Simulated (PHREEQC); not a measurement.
PHREEQC input (ion-association model, wateq4f.dat):

```
SOLUTION_MASTER_SPECIES
  An  An-  0  An  62.0  # stands for a non-complexing anion
SOLUTION_SPECIES
  An- = An-
    -log_k 0
    -gamma 3.0 0
PHASES
  Fix_H+
    H+ = H+
    -log_k 0
SOLUTION 1
  temp 25
  units mmol/kgw
  pH 7 charge
  Na 300
  An 300
END
SELECTED_OUTPUT 1
  -reset false
  -pH true
  -pe true
  -ionic_strength true
  -water true
  -totals Na
  -molalities Hfo_wOH Hfo_wOH2+ Hfo_wO- Hfo_sOH Hfo_sOH2+ Hfo_sO-
USER_PUNCH 1
  -headings sigma psi
  10 PUNCH EDL("sigma", "Hfo"), EDL("psi", "Hfo")
PRINT
  -reset false
USE solution 1
SURFACE 1
  Hfo_wOH 0.000220225 600 0.098
  Hfo_sOH 5.50562e-06
EQUILIBRIUM_PHASES 1
  Fix_H+ -3 HAn 10
    -force_equality true
  O2(g) -0.68 10
END
# ... the last block is repeated for the other 16 points of pH, with NaOH or the acid as the point needs
```

Selected output (columns that matter, 17 of 17 rows; pH added in front):

```
pH	mu	Na	m_Hfo_wOH	m_Hfo_wOH2+	m_Hfo_wO-	m_Hfo_sOH	m_Hfo_sOH2+	m_Hfo_sO-	sigma	psi
3	0.30139	0.3	1.4867e-06	0.00021874	2.3149e-10	3.7168e-08	5.4684e-06	5.7873e-12	0.36793	0.12555
3.38	0.30064	0.3	3.4792e-06	0.00021674	1.2794e-09	8.698e-08	5.4186e-06	3.1985e-11	0.36458	0.12515
3.75	0.30034	0.3	7.7003e-06	0.00021252	6.3917e-09	1.9251e-07	5.313e-06	1.5979e-10	0.35746	0.12417
4.12	0.3002	0.3	1.603e-05	0.00020417	2.8833e-08	4.0075e-07	5.1041e-06	7.2082e-10	0.34337	0.12215
4.5	0.30014	0.3	3.0746e-05	0.00018937	1.1436e-07	7.6864e-07	4.7341e-06	2.8589e-09	0.31833	0.11834
4.88	0.3001	0.3	5.1736e-05	0.00016812	3.6472e-07	1.2934e-06	4.2031e-06	9.1179e-09	0.28218	0.11229
5.25	0.30008	0.3	7.569e-05	0.00014362	9.1383e-07	1.8923e-06	3.5905e-06	2.2846e-08	0.24004	0.10422
5.62	0.30006	0.3	9.9677e-05	0.00011863	1.9187e-06	2.4919e-06	2.9657e-06	4.7967e-08	0.19632	0.094319
6	0.30005	0.3	0.00012156	9.5101e-05	3.5598e-06	3.0391e-06	2.3775e-06	8.8995e-08	0.15398	0.082618
6.38	0.30004	0.3	0.0001392	7.512e-05	5.9087e-06	3.4799e-06	1.878e-06	1.4772e-07	0.11642	0.069678
6.75	0.30003	0.3	0.00015193	5.9385e-05	8.905e-06	3.7984e-06	1.4846e-06	2.2263e-07	0.084912	0.056079
7.12	0.30002	0.3	0.00016064	4.7016e-05	1.2573e-05	4.0159e-06	1.1754e-06	3.1432e-07	0.057936	0.041622
7.5	0.30001	0.3	0.00016606	3.7179e-05	1.6991e-05	4.1514e-06	9.2947e-07	4.2476e-07	0.033958	0.026026
7.88	0.3	0.3	0.00016864	2.9493e-05	2.2091e-05	4.216e-06	7.3731e-07	5.5227e-07	0.01245	0.0098939
8.25	0.30001	0.30001	0.0001689	2.3417e-05	2.7908e-05	4.2225e-06	5.8541e-07	6.9771e-07	-0.0075555	-0.0060277
8.62	0.30001	0.30002	0.00016698	1.8262e-05	3.4978e-05	4.1746e-06	4.5655e-07	8.7446e-07	-0.028118	-0.021821
9	0.30003	0.30005	0.00016238	1.3673e-05	4.4176e-05	4.0594e-06	3.4182e-07	1.1044e-06	-0.051309	-0.037584
```

Species that the database lacks are ignored. The oxide is taken as insoluble; below pH 4 it would dissolve.
